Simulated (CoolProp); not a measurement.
Vapour-liquid equilibrium of m-xylene (1) + o-xylene (2) at 0.000718 MPa; x and y are mole fractions of (1).

Values from CoolProp's multi-fluid Helmholtz-energy mixture model, Zhou 2012 and Zhou 2012; pair parameters Bell 2016.

### Question
Give the bubble temperature and the first vapour's composition at x = 0.2, 0.8, 0.95. Is there an azeotrope?

### Answer
x = 0.2: 293.7 K, y = 0.238; x = 0.8: 291.4 K, y = 0.834; x = 0.95: 290.9 K, y = 0.959. No azeotrope shows between x = 0.05 and 0.95.

Pair parameters are fitted to limited data, so mixtures are less certain than the pure fluids.
